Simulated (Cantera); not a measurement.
An adiabatic, constant-pressure homogeneous reactor starts with CH₃OH : O₂ : N₂ : H₂O = 1 : 1.15 : 4.34 : 0.16 (molar parts), equivalence ratio 1.3, at 1100 K and 10.0 bar.

Detailed kinetics in Cantera: GRI-Mech 3.0 (53 species, 325 reactions). GRI-Mech 3.0 was tuned for natural gas; its chemistry of methanol as a main component is partial and can be far from experiment.

Predict: time of steepest temperature rise; temperature at 7.00 s; equilibrium temperature; x(O₂) at 7.00 s; x(H₂O) at 7.00 s; x(H₂O₂) at 7.00 s; x(O) at 7.00 s.


```
Property                                                               Value
---------------------------------  -----------------------------------------
time of steepest temperature rise                                    8.49 ms
temperature at 7.00 s                                                 2616 K
equilibrium temperature                                               2616 K
x(O₂) at 7.00 s                    0.000564 (gas-phase equilibrium 0.000564)
x(H₂O) at 7.00 s                         0.249 (gas-phase equilibrium 0.249)
x(H₂O₂) at 7.00 s                    1.67e-7 (gas-phase equilibrium 1.67e-7)
x(O) at 7.00 s                     0.000189 (gas-phase equilibrium 0.000189)
```
